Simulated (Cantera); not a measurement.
Premixed flame

A freely propagating, adiabatic, planar premixed flame of CH4 : O2 : N2 = 1 : 2 : 9 (molar parts), unburnt at 550 K and 0.859 atm; mixture-averaged transport, grid criteria slope 0.08 and curve 0.16, no radiation.

Cantera simulation using GRI-Mech 3.0 (53 species, 325 reactions); the numbers are that mechanism's predictions, not measurements. Burning velocities carry a grid error of a few per cent, more on coarse grids.

| z (mm) | T (K) | u (m/s) | x CH4 | x O2 | x OH | x C2H | x CH2CO | x C2H2 |
|---|---|---|---|---|---|---|---|---|
| -1.43 | 550 | 0.853 | 0.0832 | 0.167 | <1e-8 | <1e-8 | <1e-8 | <1e-8 |
| -0.955 | 552 | 0.857 | 0.0830 | 0.166 | <1e-8 | <1e-8 | <1e-8 | 2.26e-8 |
| -0.716 | 559 | 0.870 | 0.0823 | 0.165 | 1.26e-8 | <1e-8 | 5.86e-8 | 1.37e-7 |
| -0.478 | 610 | 0.954 | 0.0788 | 0.162 | 5.52e-7 | <1e-8 | 8.63e-7 | 1.44e-6 |
| -0.239 | 948 | 1.50 | 0.0574 | 0.134 | 2.70e-5 | <1e-8 | 2.02e-5 | 1.92e-5 |
| -0.119 | 1328 | 2.12 | 0.0320 | 0.0981 | 0.000254 | <1e-8 | 7.37e-5 | 5.75e-5 |
| 0 | 1692 | 2.72 | 0.00753 | 0.0547 | 0.00191 | 1.19e-7 | 8.48e-5 | 0.000105 |
| 0.119 | 1839 | 2.95 | 0.000503 | 0.0301 | 0.00521 | 7.63e-8 | 1.17e-5 | 1.73e-5 |
| 0.239 | 1880 | 3.01 | 1.67e-5 | 0.0220 | 0.00676 | <1e-8 | 3.97e-7 | 4.71e-7 |
| 0.478 | 1928 | 3.07 | 2.63e-8 | 0.0177 | 0.00721 | <1e-8 | <1e-8 | <1e-8 |
| 0.955 | 1987 | 3.15 | <1e-8 | 0.0151 | 0.00696 | <1e-8 | <1e-8 | <1e-8 |
| 1.91 | 2054 | 3.24 | <1e-8 | 0.0126 | 0.00626 | <1e-8 | <1e-8 | <1e-8 |
| 3.82 | 2116 | 3.33 | <1e-8 | 0.0100 | 0.00526 | <1e-8 | <1e-8 | <1e-8 |
x: mole fraction of selected species; z is measured from the peak of heat release.

The laminar burning velocity is 85.2 cm/s and the thermal thickness is 0.478 mm. The peak x(OH) comes out as 0.00721 and the peak x(C2H) is 1.70e-7. The peak x(CH2CO) is 0.000101. The peak x(C2H2) is 0.000107.
